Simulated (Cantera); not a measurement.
Standard-state values (1 bar) from the NASA 1993 polynomials, evaluated with Cantera. Values are per mole of reaction as written; species without (g) are pure solids or liquids, kept so even where they would boil at 1 bar. The tables' values for BOCl are old estimates.

3 BOCl(g) = 3 Cl(g) + B2O3(g) + B

```json
[
 {"T (K)": "1250", "ΔH° (kJ)": "[?]", "ΔS° (J/K)": "[?]", "ΔG° (kJ)": "[?]", "log10 K": "[?]"},
 {"T (K)": "1350", "ΔH° (kJ)": "[?]", "ΔS° (J/K)": "[?]", "ΔG° (kJ)": "[?]", "log10 K": "[?]"},
 {"T (K)": "1450", "ΔH° (kJ)": "492.9", "ΔS° (J/K)": "94.1", "ΔG° (kJ)": "356.4", "log10 K": "-12.84"},
 {"T (K)": "1550", "ΔH° (kJ)": "494.3", "ΔS° (J/K)": "95.0", "ΔG° (kJ)": "347.0", "log10 K": "-11.69"},
 {"T (K)": "1650", "ΔH° (kJ)": "[?]", "ΔS° (J/K)": "[?]", "ΔG° (kJ)": "[?]", "log10 K": "[?]"},
 {"T (K)": "1750", "ΔH° (kJ)": "[?]", "ΔS° (J/K)": "[?]", "ΔG° (kJ)": "[?]", "log10 K": "[?]"},
 {"T (K)": "1850", "ΔH° (kJ)": "498.7", "ΔS° (J/K)": "97.6", "ΔG° (kJ)": "318.1", "log10 K": "-8.98"}
]
```

Task: What belongs in the gaps?

Result: 
- 1250, ΔH° (kJ): 490.0
- 1250, ΔS° (J/K): 92.0
- 1250, ΔG° (kJ): 375.1
- 1250, log10 K: -15.67
- 1350, ΔH° (kJ): 491.4
- 1350, ΔS° (J/K): 93.1
- 1350, ΔG° (kJ): 365.8
- 1350, log10 K: -14.15
- 1650, ΔH° (kJ): 495.8
- 1650, ΔS° (J/K): 96.0
- 1650, ΔG° (kJ): 337.4
- 1650, log10 K: -10.68
- 1750, ΔH° (kJ): 497.2
- 1750, ΔS° (J/K): 96.8
- 1750, ΔG° (kJ): 327.8
- 1750, log10 K: -9.78
